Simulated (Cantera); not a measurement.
Feed: 1 mol SiHCl3, a varied amount of HCl, 7 mol H2, at 1273 K and 0.00110 bar.

Equilibrium computed with Cantera from the NASA thermochemical tables; the gas is ideal and each condensed phase is pure. Candidate condensed phases: Si; 19 gas species. Equilibrium is a limit: real reactors are often held back by kinetics, nucleation or transport.

### Question
What share of the Si ends up in condensed phases as a function of n(HCl) (mol), at 0.055, 0.24, 0.42, 0.61, 0.79, 0.98, 1.2?

### Answer
```csv
n(HCl) (mol),Si condensed (%),as
0.055,21.2,Si(s)
0.24,15.3,Si(s)
0.42,9.6,Si(s)
0.61,3.4,Si(s)
0.79,0.0,-
0.98,0.0,-
1.2,0.0,-
```
